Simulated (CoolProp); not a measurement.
Vapour pressure (MPa) of normal hydrogen: the reference equation beside estimates from Tc = -240.0 °C, pc = 1.296 MPa, ω = -0.219.

Computed with CoolProp (reference Helmholtz-energy equation of state, Leachman 2009).

```json
[
 {"T (°C)": "-254.15", "reference": "(withheld)", "Lee-Kesler": "0.06605", "Peng-Robinson": "0.06567"},
 {"T (°C)": "-252.75", "reference": "(withheld)", "Lee-Kesler": "(withheld)", "Peng-Robinson": "0.1036"},
 {"T (°C)": "-251.45", "reference": "0.1471", "Lee-Kesler": "0.1472", "Peng-Robinson": "0.1506"},
 {"T (°C)": "-250.05", "reference": "0.2094", "Lee-Kesler": "0.2095", "Peng-Robinson": "0.2159"},
 {"T (°C)": "-248.75", "reference": "0.2821", "Lee-Kesler": "0.2822", "Peng-Robinson": "(withheld)"},
 {"T (°C)": "-247.35", "reference": "0.3785", "Lee-Kesler": "0.3785", "Peng-Robinson": "0.3918"},
 {"T (°C)": "-246.05", "reference": "0.4869", "Lee-Kesler": "(withheld)", "Peng-Robinson": "0.5031"},
 {"T (°C)": "-244.65", "reference": "0.6262", "Lee-Kesler": "(withheld)", "Peng-Robinson": "0.6446"},
 {"T (°C)": "-243.35", "reference": "(withheld)", "Lee-Kesler": "0.7783", "Peng-Robinson": "0.7976"},
 {"T (°C)": "-241.95", "reference": "0.9711", "Lee-Kesler": "0.9712", "Peng-Robinson": "(withheld)"},
 {"T (°C)": "-240.65", "reference": "1.180", "Lee-Kesler": "1.181", "Peng-Robinson": "1.188"}
]
```

**Question.** Fill in the missing entries.

**Answer.** 
- -254.15, reference: 0.06601
- -252.75, reference: 0.1023
- -252.75, Lee-Kesler: 0.1024
- -248.75, Peng-Robinson: 0.2918
- -246.05, Lee-Kesler: 0.4866
- -244.65, Lee-Kesler: 0.6256
- -243.35, reference: 0.7787
- -241.95, Peng-Robinson: 0.9872

Absolute difference from the reference over all 11 rows, mean and median: Lee-Kesler 0.1 and 0.1 %, Peng-Robinson 2.3 and 2.4 %.
